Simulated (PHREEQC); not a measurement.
Make-up at 25 °C: 0.11 mol/kgw HNO3, 0.12 mol/kgw FeCl3 and 5e-05 mol/kgw CuCl2. Closed to the air; pH follows from the charge balance.

Model: ion-association model, phreeqc.dat, run in PHREEQC.

Precipitation was switched off in this run.

**Question.** What pH, ionic strength does the model give?

**Answer.** pH 1.07; ionic strength 0.540 mol/kgw.

**Question.** In which forms is Cl present?

**Answer.** Cl- 72 %, FeCl+2 19 %, FeCl2+ 8.9 % of the Cl.

Examples of supersaturated solids here: Hematite (slow to form), Goethite (slow to form). Others may be too.
